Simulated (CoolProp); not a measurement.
A closed Brayton cycle with carbon dioxide: compressor inlet 331.15 K and 7.7 MPa, high pressure 17.8 MPa, turbine inlet 850 K, compressor efficiency 0.85, turbine efficiency 0.85, recuperator effectiveness 0.8 (on enthalpy, no pinch check). Each further row changes one setting.

Values from CoolProp's reference Helmholtz-energy equation of state, Span 1996.

```csv
case,thermal efficiency (%),net work (kJ/kg),compressor to turbine work,compressor exit (K),turbine exit (K)
as stated,25.0,61.5,0.43,406.2,753.3
turbine inlet 800 K,23.9,54.5,0.46,406.2,(withheld)
compressor inlet 341.15 K,24.1,57.1,(withheld),419.4,753.3
high pressure 15.1 MPa,22.9,51.6,0.41,(withheld),771.8
recuperator effectiveness 0.5,16.8,61.5,0.43,406.2,753.3
```

Task: Some entries are withheld; supply them.

Result: 
- turbine inlet 800 K, turbine exit (K): 706.8
- compressor inlet 341.15 K, compressor to turbine work: 0.47
- high pressure 15.1 MPa, compressor exit (K): 390.9
